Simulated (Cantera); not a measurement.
Input (Python, Cantera) and output of one run.

```python
import numpy as np
import cantera as ct

gas_names = [...]  # 116 gases of nasa_gas.yaml made of C, H, Mg, O
cond_names = """
    C(gr) C6H6(L) C7H8(L) C8H18(L),n-octa H2O(s) H2O(L) Mg(cr) Mg(L) MgCO3(s) MgO(s) MgO(L) MgO2H2(s)
""".split()


# ... load() reads the species with a 1 bar reference pressure and builds the phases ...
atoms = {
    'Mg(OH)2': {'Mg': 1, 'O': 2, 'H': 2},
    'H2': {'H': 2},
    'CO2': {'C': 1, 'O': 2},
}
top_T = {'C(gr)': 4500}  # K; cautious upper limits of use, not melting points


# ... equilibrate(T, P, feed) seeds the gas with the atoms and calls Mixture.equilibrate('TP', solver="vcs", rtol=1e-11, max_steps=5000) ...
results = []
feed = {'Mg(OH)2': 1, 'H2': 0.41, 'CO2': 3.2}  # mol
P = 101325  # Pa
for T in [575, 625, 675, 725, 775, 825, 875, 925, 975]:
    mix = equilibrate(T, P, feed)
    results.append((T, P, feed, dict(zip(mix.species_names, mix.species_moles))))

top = {s: max(r[3][s] / sum(r[3][g] for g in gas_names) for r in results) for s in gas_names}
cols = sorted((s for s in top if top[s] > 1e-05), key=lambda s: -top[s])[:5]
seen = [c for c in cond_names if any(r[3].get(c, 0) > 1e-12 for r in results)]
print("log10 of partial pressures in bar; condensed amounts in mol")
print(f"{'T/K':>10s}" + "".join(f"{s[:9]:>10s}" for s in cols + seen))
for T, P, feed, n in results:
    ng = sum(n[g] for g in gas_names)
    print(f"{T:10.4g}" + "".join(f"{np.log10(max(n[s] / ng * P / 1e5, 1e-99)):10.3f}" for s in cols)
          + "".join(f"{n.get(c, 0):10.4g}" for c in seen))
```

Result:

```
log10 of partial pressures in bar; condensed amounts in mol
       T/K       CO2       H2O        H2        CO       CH4     C(gr)  MgCO3(s)    MgO(s)
       575    -0.208    -0.446    -1.952    -3.313    -1.617   0.02201         1         0
       625    -0.207    -0.464    -1.638    -2.697    -1.622         0         1         0
       675    -0.154    -0.586    -1.496    -2.143    -1.875         0         0         1
       725    -0.162    -0.596    -1.328    -1.770    -2.165         0         0         1
       775    -0.171    -0.597    -1.262    -1.539    -2.764         0         0         1
       825    -0.177    -0.589    -1.286    -1.426    -3.638         0         0         1
       875    -0.181    -0.579    -1.335    -1.358    -4.535         0         0         1
       925    -0.184    -0.570    -1.388    -1.308    -5.374         0         0         1
       975    -0.187    -0.563    -1.441    -1.269    -6.150         0         0         1
```

These are equilibrium values from Cantera (NASA tables, ideal gas, pure condensed phases), not measurements of a reactor.
